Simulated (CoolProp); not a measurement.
Properties of fluorine along the isobar 5.65 MPa (Tc = 144.4 K, pc = 5.240 MPa, ω = 0.045).

Model: reference Helmholtz-energy equation of state, de Reuck 1990, in CoolProp.

```json
[
 {"T (K)": "64.7", "phase": "liquid", "density (kg/m³)": "1645", "cp (kJ/(kg K))": "1.468", "isothermal compressibility (1/MPa)": "0.0009093", "expansivity (1/kK)": "___", "fugacity coefficient": "0.0009746"},
 {"T (K)": "80.1", "phase": "liquid", "density (kg/m³)": "___", "cp (kJ/(kg K))": "___", "isothermal compressibility (1/MPa)": "0.001418", "expansivity (1/kK)": "4.168", "fugacity coefficient": "0.01179"},
 {"T (K)": "95.6", "phase": "liquid", "density (kg/m³)": "1443", "cp (kJ/(kg K))": "1.520", "isothermal compressibility (1/MPa)": "0.002284", "expansivity (1/kK)": "4.997", "fugacity coefficient": "0.05811"},
 {"T (K)": "111", "phase": "liquid", "density (kg/m³)": "1323", "cp (kJ/(kg K))": "1.611", "isothermal compressibility (1/MPa)": "0.004002", "expansivity (1/kK)": "6.395", "fugacity coefficient": "___"},
 {"T (K)": "126.5", "phase": "liquid", "density (kg/m³)": "1174", "cp (kJ/(kg K))": "1.843", "isothermal compressibility (1/MPa)": "0.009004", "expansivity (1/kK)": "9.669", "fugacity coefficient": "0.3552"},
 {"T (K)": "141.9", "phase": "liquid", "density (kg/m³)": "___", "cp (kJ/(kg K))": "3.371", "isothermal compressibility (1/MPa)": "0.06145", "expansivity (1/kK)": "32.22", "fugacity coefficient": "0.5913"},
 {"T (K)": "157.4", "phase": "supercritical", "density (kg/m³)": "252.9", "cp (kJ/(kg K))": "1.897", "isothermal compressibility (1/MPa)": "0.3070", "expansivity (1/kK)": "24.39", "fugacity coefficient": "0.7365"},
 {"T (K)": "172.8", "phase": "supercritical", "density (kg/m³)": "193.7", "cp (kJ/(kg K))": "1.285", "isothermal compressibility (1/MPa)": "___", "expansivity (1/kK)": "13.02", "fugacity coefficient": "0.8061"},
 {"T (K)": "188.3", "phase": "supercritical", "density (kg/m³)": "163.5", "cp (kJ/(kg K))": "1.099", "isothermal compressibility (1/MPa)": "0.2110", "expansivity (1/kK)": "9.369", "fugacity coefficient": "0.8540"},
 {"T (K)": "203.7", "phase": "supercritical", "density (kg/m³)": "143.8", "cp (kJ/(kg K))": "1.008", "isothermal compressibility (1/MPa)": "0.1994", "expansivity (1/kK)": "7.499", "fugacity coefficient": "0.8881"},
 {"T (K)": "219.1", "phase": "supercritical", "density (kg/m³)": "___", "cp (kJ/(kg K))": "0.9558", "isothermal compressibility (1/MPa)": "0.1925", "expansivity (1/kK)": "6.336", "fugacity coefficient": "0.9135"}
]
```

**Question.** Complete the blanks.

**Answer.** 
- 64.7, expansivity (1/kK): 3.714
- 80.1, density (kg/m³): 1549
- 80.1, cp (kJ/(kg K)): 1.478
- 111, fugacity coefficient: 0.1687
- 141.9, density (kg/m³): 917.6
- 172.8, isothermal compressibility (1/MPa): 0.2345
- 219.1, density (kg/m³): 129.3
